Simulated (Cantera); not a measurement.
A closed system holds: 1 mol SiH4, 0.029 mol C2H4, 330 mol H2, 0.061 mol C3H8, equilibrated at 2050 K and 21000 Pa.

Equilibrium computed with Cantera from the NASA thermochemical tables; the gas is ideal and each condensed phase is pure. Candidate condensed phases: C, C6H6, C7H8, C8H18, Si, SiC; 87 gas species. Mutual solubility and eutectic melting of coexisting phases are not modelled. Gases not in the tables: Si2H6 and higher silanes. Kinetics and transport are ignored.

Base state: H2 0.994, H 0.00494, Si 0.000368, SiH2 0.000139, SiH 0.000102, Si2C 1.24e-5 (mole fractions); condensed: Si(l) + SiC(s).

Q: What changes in the equilibrium state with this change: temperature from 2050 K to 923.15 K?

A: 
```csv
species,before,after
H2,0.994,1.000
H,0.00494,<1e-9
Si,0.000368,<1e-9
SiH2,0.000139,<1e-9
SiH,0.000102,<1e-9
Si2C,1.24e-5,<1e-9
"Si(l), mol",0.553,0
"SiC(s), mol",0.232,0.238
"Si(s), mol",0,0.762
```

Q: What changes in the equilibrium state with this change: pressure from 21000 Pa to 1330 Pa?

A: 
```tsv
species	before	after
H2	0.994	0.978
H	0.00494	0.0194
Si	0.000368	0.00205
C2H2 (acetylene)	4.55e-6	3.56e-5
Si2C	1.24e-5	6.92e-5
SiH2	0.000139	4.86e-5
Si(l), mol	0.553	0
SiC(s), mol	0.232	0.191
```
